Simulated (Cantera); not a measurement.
**Low-pressure radical oxidation in H2/O2**

An isothermal, constant-pressure homogeneous reactor starts with H2 : O2 = 0.12 : 1 (molar parts), at 1223 K and 0.00110 bar.

Detailed kinetics in Cantera: GRI-Mech 3.0 (53 species, 325 reactions). Radical loss at walls, strong at low pressure, is not modelled. The temperature is held fixed by assumption; the heat of reaction is taken as removed at once.

| t (s) | x H2 | x O2 | x HO2 | x OH | x H2O2 |
|---|---|---|---|---|---|
| 0.000600 | 0.107 | 0.893 | 6.66e-9 | 2.24e-9 | 1.74e-12 |
| 0.00198 | 0.107 | 0.893 | 2.19e-8 | 2.01e-8 | 1.88e-11 |
| 0.00651 | 0.107 | 0.893 | 7.28e-8 | 1.96e-6 | 2.01e-10 |
| 0.0214 | 0.00915 | 0.826 | 4.78e-7 | 0.00938 | 2.48e-8 |
| 0.0706 | 0.00314 | 0.818 | 4.60e-7 | 0.00675 | 1.34e-8 |
| 0.232 | 0.00302 | 0.821 | 4.61e-7 | 0.00663 | 1.37e-8 |
| 0.765 | 0.00264 | 0.832 | 4.62e-7 | 0.00624 | 1.45e-8 |
| 2.52 | 0.00165 | 0.855 | 4.41e-7 | 0.00500 | 1.59e-8 |
| 8.30 | 0.000440 | 0.879 | 3.01e-7 | 0.00262 | 1.41e-8 |
| 27.3 | 5.18e-5 | 0.886 | 9.48e-8 | 0.000902 | 6.74e-9 |
| 90.0 | 6.04e-6 | 0.887 | 1.88e-8 | 0.000308 | 2.18e-9 |
x: mole fraction; the columns are a selection and need not sum to one.

Equilibrium at this temperature and pressure: H2 7.41e-8, O2 0.887, HO2 9.84e-9, OH 3.42e-5, H2O2 1.04e-10 (gas phase only).
